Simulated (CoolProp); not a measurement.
Properties of R1123 along the isotherm 305.8 K (Tc = 331.7 K, pc = 4.549 MPa, ω = 0.243).

Computed with CoolProp (reference Helmholtz-energy equation of state, Akasaka 2020).

```json
[
 {"p (MPa)": "0.036", "phase": "gas", "cp (kJ/(kg K))": "0.8588", "Joule-Thomson coefficient (K/MPa)": "12.15", "isothermal compressibility (1/MPa)": "27.88", "fugacity coefficient": "0.9964"},
 {"p (MPa)": "0.0581", "phase": "gas", "cp (kJ/(kg K))": "0.8605", "Joule-Thomson coefficient (K/MPa)": "(withheld)", "isothermal compressibility (1/MPa)": "17.31", "fugacity coefficient": "0.9941"},
 {"p (MPa)": "0.0939", "phase": "gas", "cp (kJ/(kg K))": "0.8633", "Joule-Thomson coefficient (K/MPa)": "12.22", "isothermal compressibility (1/MPa)": "10.75", "fugacity coefficient": "0.9905"},
 {"p (MPa)": "0.152", "phase": "gas", "cp (kJ/(kg K))": "0.8680", "Joule-Thomson coefficient (K/MPa)": "12.28", "isothermal compressibility (1/MPa)": "6.684", "fugacity coefficient": "0.9847"},
 {"p (MPa)": "0.245", "phase": "gas", "cp (kJ/(kg K))": "0.8757", "Joule-Thomson coefficient (K/MPa)": "12.39", "isothermal compressibility (1/MPa)": "4.189", "fugacity coefficient": "0.9754"},
 {"p (MPa)": "0.396", "phase": "gas", "cp (kJ/(kg K))": "(withheld)", "Joule-Thomson coefficient (K/MPa)": "12.57", "isothermal compressibility (1/MPa)": "2.637", "fugacity coefficient": "0.9603"},
 {"p (MPa)": "0.639", "phase": "gas", "cp (kJ/(kg K))": "0.9137", "Joule-Thomson coefficient (K/MPa)": "12.88", "isothermal compressibility (1/MPa)": "1.685", "fugacity coefficient": "(withheld)"},
 {"p (MPa)": "1.03", "phase": "gas", "cp (kJ/(kg K))": "0.9625", "Joule-Thomson coefficient (K/MPa)": "13.45", "isothermal compressibility (1/MPa)": "1.108", "fugacity coefficient": "0.8974"},
 {"p (MPa)": "1.67", "phase": "gas", "cp (kJ/(kg K))": "1.086", "Joule-Thomson coefficient (K/MPa)": "14.63", "isothermal compressibility (1/MPa)": "0.7782", "fugacity coefficient": "0.8344"},
 {"p (MPa)": "2.7", "phase": "liquid", "cp (kJ/(kg K))": "1.887", "Joule-Thomson coefficient (K/MPa)": "0.8378", "isothermal compressibility (1/MPa)": "0.02163", "fugacity coefficient": "0.7087"},
 {"p (MPa)": "4.36", "phase": "liquid", "cp (kJ/(kg K))": "1.726", "Joule-Thomson coefficient (K/MPa)": "0.5755", "isothermal compressibility (1/MPa)": "0.01539", "fugacity coefficient": "0.4639"},
 {"p (MPa)": "7.04", "phase": "liquid", "cp (kJ/(kg K))": "1.594", "Joule-Thomson coefficient (K/MPa)": "(withheld)", "isothermal compressibility (1/MPa)": "0.01080", "fugacity coefficient": "0.3132"},
 {"p (MPa)": "11.4", "phase": "liquid", "cp (kJ/(kg K))": "1.486", "Joule-Thomson coefficient (K/MPa)": "0.1388", "isothermal compressibility (1/MPa)": "0.007447", "fugacity coefficient": "0.2215"}
]
```

Problem. Complete the blanks.

Solution. 
- 0.0581, Joule-Thomson coefficient (K/MPa): 12.18
- 0.396, cp (kJ/(kg K)): 0.8892
- 0.639, fugacity coefficient: 0.9361
- 7.04, Joule-Thomson coefficient (K/MPa): 0.3420
